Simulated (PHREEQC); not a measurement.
**Brine: an equilibrium model**

Dissolve 4.7 mol KOH, 0.99 mol NaHCO3 and 4.2 mol NaCl per kg of water at 23 °C. Closed to the air; pH follows from the charge balance.

All values are PHREEQC results (Pitzer model, pitzer.dat), not measurements.

* **pH**: 15.29
* **ionic strength**: 10.9 mol/kgw
* **activity of water**: 0.611
* **density**: 1.288 g/cm³
* **osmotic coefficient**: 1.455
* **total alkalinity**: 5690 meq/kg

```csv
species,molality,activity,log γ
Na+,5.19,5.71,0.041
K+,4.70,6.03,0.108
Cl-,4.20,3.15,-0.125
OH-,3.71,10.3,0.444
CO3-2,0.990,0.111,-0.949
HCO3-,3.86e-6,1.30e-6,-0.471
```

Precipitation was switched off in this run. Saturation is exceeded, for instance for Sylvite; the values hold only as long as no solid forms. Species that the database lacks are ignored. In brines, pH and single-ion activities rest on the MacInnes convention.
